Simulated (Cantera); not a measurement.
Input: 1 mol Si₃N₄, 2.9 mol O₂, 6.1 mol H₂, at 71.3 Torr.

Method: chemical equilibrium by Gibbs-energy minimisation in Cantera with the NASA 1993 tables (ideal gas, pure condensed phases). Candidate condensed phases: H₂O, Si, SiO₂, Si₂N₂O, Si₃N₄; 35 gas species. Mutual solubility and eutectic melting of coexisting phases are not modelled. The tables hold silica as quartz up to 1696 K and as liquid above; real silica turns to tridymite and cristobalite and melts near 1996 K. The numbers say what is thermodynamically allowed, not how fast it happens. All values below are at 1748 K.

Base state: H₂ 0.734, N₂ 0.241, SiO 0.0240, H 0.000635, H₂O 0.000248 (mole fractions); condensed: SiO₂(condensed) + Si₂N₂O(s).

### Question
What changes in the equilibrium state with this change: pressure from 71.3 Torr to 10.0 Torr?

### Answer
```tsv
species	before	after
H₂	0.734	0.731
N₂	0.241	0.240
SiO	0.0240	0.0257
H₂O	0.000248	0.00164
H	0.000635	0.00169
SiO₂(condensed), mol	2.80	2.79
Si₂N₂O(s), mol	0.000989	0
```
